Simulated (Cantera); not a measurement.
A perfectly stirred reactor is fed with 10.9 % CH₄, 0.851 % H₂, 18.5 % O₂, 69.7 % N₂, equivalence ratio 1.2, at 0.286 atm; it is adiabatic with a 600 K inlet, and is followed from long to short residence time, starting on the burning branch (τ in s: 0.37, 0.13, 0.043, 0.015, 0.005, 0.0017, 0.00059, 0.0002, 6.9e-05).

Computed with Cantera and GRI-Mech 3.0 (53 species, 325 reactions).

x: mole fraction; the columns are a selection and need not sum to one.

```tsv
τ (s)	T (K)	x CH₄	x H₂	x O₂	x O	x C₂H	x CH₂O	x HCN
0.37	2295	2.25e-6	0.0275	0.00113	0.000389	5.44e-12	2.80e-7	…
0.13	2278	4.96e-6	0.0279	0.00159	0.000551	2.27e-11	6.36e-7	…
0.043	2245	1.07e-5	0.0288	0.00252	0.000900	8.18e-11	1.38e-6	…
0.015	2199	2.26e-5	0.0301	0.00392	0.00146	2.54e-10	2.83e-6	…
0.0050	2138	5.28e-5	0.0318	0.00581	0.00225	8.96e-10	6.25e-6	…
0.0017	2079	0.000135	0.0332	0.00798	0.00299	3.81e-9	1.50e-5	…
0.00059	2026	0.000383	0.0343	0.0110	0.00335	2.00e-8	4.03e-5	…
0.00020	1952	0.00144	0.0360	0.0190	0.00285	1.34e-7	0.000138	…
6.9e-5	600	0.109	0.00851	0.185	<1e-12	<1e-12	<1e-12	<1e-12
```

Task: What belongs in the gaps?

Result: 
- 0.37, x HCN: 6.20e-7
- 0.13, x HCN: 1.13e-6
- 0.043, x HCN: 1.67e-6
- 0.015, x HCN: 2.06e-6
- 0.0050, x HCN: 2.49e-6
- 0.0017, x HCN: 3.50e-6
- 0.00059, x HCN: 6.26e-6
- 0.00020, x HCN: 1.40e-5
